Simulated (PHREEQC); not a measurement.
A solution holds 0.0042 mol/kgw CdCl2 and 0.093 mol/kgw Na2SO4, at 20 °C. It is in equilibrium with CO2 at log p = -2 (atm). Otherwise closed; pH follows from the charge balance.

All values are PHREEQC results (ion-association model, phreeqc.dat), not measurements.

The ionic strength comes out as 0.247 mol/kgw. What activity coefficients do CdCl+, HSO4-, Cd(SO4)2-2, NaSO4-, Cd+2 get?

CdCl+ 0.74, HSO4- 0.74, Cd(SO4)2-2 0.30, NaSO4- 0.73, Cd+2 0.30.

Precipitation was switched off in this run.
